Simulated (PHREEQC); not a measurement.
Make-up at 10 °C: 5.4 mmol/kgw CuCl2, 2.8 mmol/kgw HCl and 0.19 mmol/kgw FeCl3. It is in equilibrium with CO2 at log p = -3.4 (atm). Otherwise closed; pH follows from the charge balance.

The numbers come from PHREEQC with the ion-association model, phreeqc.dat.

Precipitation was switched off in this run.

Task: Order these Fe species by the share of Fe that they hold, largest first: Fe+3, Fe(OH)2+, FeOH+2, FeCl+2, Fe2(OH)2+4.

Result: Fe+3 (56 %), FeOH+2 (34 %), FeCl+2 (7.6 %), Fe(OH)2+ (1.6 %), Fe2(OH)2+4 (0.67 %)

The pH is 2.59 and the ionic strength 0.0198 mol/kgw. Examples of supersaturated solids here: Hematite (slow to form), Goethite (slow to form). Others may be too. Complexes and solids missing from the database can't appear. Constants without temperature data keep their 25 °C values here.
